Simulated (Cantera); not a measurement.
An isothermal, constant-pressure homogeneous reactor starts with H2 : O2 : N2 = 0.6 : 1 : 1.2 (molar parts), equivalence ratio 0.30, at 750 K and 100.0 Torr. Integrator tolerance rtol = 1e-08.

Cantera simulation using the H2/O2 subset of GRI-Mech 3.0, which has no nitrogen chemistry; the numbers are that mechanism's predictions, not measurements. Radical loss at walls, strong at low pressure, is not modelled. Below about 950 K walls govern HO2 and H2O2 in real vessels. The temperature is held fixed by assumption; the heat of reaction is taken as removed at once.

Problem. What does this change do: pressure from 100.0 Torr to 750 Torr?

Solution. 
| quantity | before | after |
|---|---|---|
| x(H2) at 300 s | 0.213 (gas-phase equilibrium <1e-12) | 0.191 (gas-phase equilibrium <1e-12) |
| x(O2) at 300 s | 0.356 (gas-phase equilibrium 0.280) | 0.348 (gas-phase equilibrium 0.280) |
| x(H2O2) at 300 s | 0.000394 (gas-phase equilibrium 1.86e-12) | 0.00133 (gas-phase equilibrium 5.11e-12) |
| x(H) at 300 s | 1.34e-9 (gas-phase equilibrium <1e-12) | 2.46e-10 (gas-phase equilibrium <1e-12) |
| x(H2O) at 300 s | 0.00157 (gas-phase equilibrium 0.240) | 0.0247 (gas-phase equilibrium 0.240) |
| x(O) at 300 s | 2.22e-10 (gas-phase equilibrium <1e-12) | 4.17e-11 (gas-phase equilibrium <1e-12) |

Problem. What does this change do: temperature 750 to 948 K?

Solution. 
```tsv
quantity	before	after
x(H2) at 300 s	0.213 (gas-phase equilibrium <1e-12)	2.15e-11 (gas-phase equilibrium 2.13e-11)
x(O2) at 300 s	0.356 (gas-phase equilibrium 0.280)	0.280 (gas-phase equilibrium 0.280)
x(H2O2) at 300 s	0.000394 (gas-phase equilibrium 1.86e-12)	7.09e-11 (gas-phase equilibrium 6.47e-11)
x(H) at 300 s	1.34e-9 (gas-phase equilibrium <1e-12)	<1e-12 (gas-phase equilibrium <1e-12)
x(H2O) at 300 s	0.00157 (gas-phase equilibrium 0.240)	0.240 (gas-phase equilibrium 0.240)
x(O) at 300 s	2.22e-10 (gas-phase equilibrium <1e-12)	4.77e-11 (gas-phase equilibrium 4.33e-11)
```
